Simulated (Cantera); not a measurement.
**Hydrocarbon pyrolysis for carbon deposition**

An isothermal, constant-pressure homogeneous reactor starts with 5.00 % CH₄, 95.0 % N₂, at 1450 K and 21.0 Torr.

Cantera simulation using GRI-Mech 3.0 (53 species, 325 reactions); the numbers are that mechanism's predictions, not measurements. GRI-Mech 3.0 stops at C3 and has no aromatics, soot or wall deposition, so with more carbon than oxygen in the feed, carbon stays in small species such as C2H2 where larger ones or solid carbon would form. Radical loss at walls, strong at low pressure, is not modelled.

```csv
t (s),x CH₄,x H₂,x H,x C₂H₂,x CH₂,x CH₃
1.00e-5,0.0500,1.84e-10,1.50e-9,<1e-12,<1e-12,1.86e-9
2.51e-5,0.0500,1.04e-9,3.18e-9,<1e-12,<1e-12,5.25e-9
6.31e-5,0.0500,5.08e-9,5.52e-9,<1e-12,<1e-12,1.57e-8
0.000159,0.0500,1.97e-8,6.96e-9,<1e-12,<1e-12,4.63e-8
0.000399,0.0500,5.98e-8,7.13e-9,<1e-12,<1e-12,1.27e-7
0.00100,0.0500,1.61e-7,7.13e-9,<1e-12,<1e-12,3.29e-7
0.00252,0.0500,4.16e-7,7.13e-9,<1e-12,<1e-12,8.38e-7
0.00632,0.0500,1.06e-6,7.16e-9,<1e-12,3.80e-12,2.12e-6
0.0159,0.0500,2.69e-6,7.34e-9,3.11e-11,2.25e-11,5.31e-6
0.0399,0.0500,7.08e-6,8.43e-9,1.28e-9,1.34e-10,1.31e-5
0.100,0.0500,2.25e-5,1.47e-8,5.24e-8,7.30e-10,3.11e-5
0.252,0.0498,0.000117,4.78e-8,2.05e-6,3.33e-9,6.74e-5
0.634,0.0491,0.000897,2.39e-7,6.69e-5,1.09e-8,0.000124
1.59,0.0454,0.00543,1.04e-6,0.00111,1.56e-8,0.000143
4.00,0.0385,0.0157,2.27e-6,0.00478,1.05e-8,0.000106
```
x: mole fraction; the columns are a selection and need not sum to one.

Equilibrium at this temperature and pressure: CH₄ 6.22e-5, H₂ 0.0713, H 1.52e-5, C₂H₂ 0.00622, CH₂ 4.41e-11, CH₃ 2.67e-7 (gas phase only).
